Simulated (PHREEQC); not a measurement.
Consider water at 65 °C with 0.0026 mol K3PO4 per kg of water. Closed to the air; pH follows from the charge balance.

Equilibrium calculation in PHREEQC: ion-association model, phreeqc.dat.

Each row changes one thing in this solution. Precipitation was switched off in this run.

| case | pH | ionic strength (mol/kgw) |
|---|---|---|
| as made | 10.25 | 0.0105 |
| K3PO4 replaced by K2SO4 at the same molality | 6.53 | 0.00758 |
| temperature from 65 to 75 °C | 10.04 | 0.0105 |
| K3PO4 from 0.0026 to 0.013 mol/kgw | 10.84 | 0.0556 |
| 0.0047 mol/kgw HNO3 added | 6.36 | 0.00829 |
| K3PO4 from 0.0026 to 0.0052 mol/kgw | 10.52 | 0.0213 |
| diluted 100-fold with water | 8.33 | 0.000103 |
| 4.3e-05 mol/kgw H2SO4 added | 10.24 | 0.0105 |

At this temperature some constants are extrapolated from 25 °C, and those without enthalpy data are left unchanged.
